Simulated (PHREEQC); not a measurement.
Solution (25 °C): 0.0047 mol CdSO4 per kg of water. Closed to the air; pH follows from the charge balance.

Model: ion-association model, wateq4f.dat, run in PHREEQC.

```json
{
  "pH": "6.40",
  "ionic_strength": "0.0135 mol/kgw"
}
```

```json
[
 {"species": "Cd+2", "molality": "0.00338", "activity": "0.00211", "log γ": "-0.204"},
 {"species": "SO4-2", "molality": "0.00333", "activity": "0.00210", "log γ": "-0.200"},
 {"species": "CdSO4", "molality": "0.00128", "activity": "0.00128", "log γ": "0.001"},
 {"species": "Cd(SO4)2-2", "molality": "4.72e-5", "activity": "2.95e-5", "log γ": "-0.204"},
 {"species": "CdOH+", "molality": "4.93e-7", "activity": "4.39e-7", "log γ": "-0.051"},
 {"species": "H+", "molality": "4.43e-7", "activity": "4.00e-7", "log γ": "-0.044"},
 {"species": "HSO4-", "molality": "9.19e-8", "activity": "8.18e-8", "log γ": "-0.051"},
 {"species": "OH-", "molality": "2.82e-8", "activity": "2.50e-8", "log γ": "-0.052"},
 {"species": "Cd2OH+3", "molality": "1.31e-8", "activity": "4.53e-9", "log γ": "-0.459"}
]
```

This is a speciation only: nothing precipitates in the calculation.
